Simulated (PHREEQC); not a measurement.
Dissolve 1.2 mmol/kgw HF and 0.26 mmol/kgw NaF at 20 °C. Closed to the air; pH follows from the charge balance.

Model: ion-association model, phreeqc.dat, run in PHREEQC.

```json
[
 {"quantity": "pH", "before": "3.25", "after": "3.20"},
 {"quantity": "ionic strength (mol/kgw)", "before": "0.000837", "after": "0.000651"},
 {"quantity": "F- (mol/kgw)", "before": "0.000835", "after": "0.000650"},
 {"quantity": "HF (mol/kgw)", "before": "0.000621", "after": "0.000548"}
]
```

### Question
Name the change that produced these shifts.
(A) NaF left out
(B) temperature from 20 to 5 °C
(C) 0.0013 mol/kgw LiOH added
(D) 0.00025 mol/kgw Ca(OH)2 added
(E) NaF replaced by NaHS at the same molality

### Answer
A, NaF left out

No solid was allowed to form.
